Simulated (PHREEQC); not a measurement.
Make-up at 25 °C: 11 mmol/kgw CuSO4. Closed to the air; pH follows from the charge balance.

Equilibrium calculation in PHREEQC: ion-association model, wateq4f.dat.

Precipitation was switched off in this run.

Q: Predict the pH.

A: pH 4.88.

Q: In which forms is S present?

A: SO4-2 69 %, CuSO4 31 % of the S.

The solution is supersaturated, for example in Antlerite, Brochantite, so a real one may precipitate; this is no full list.
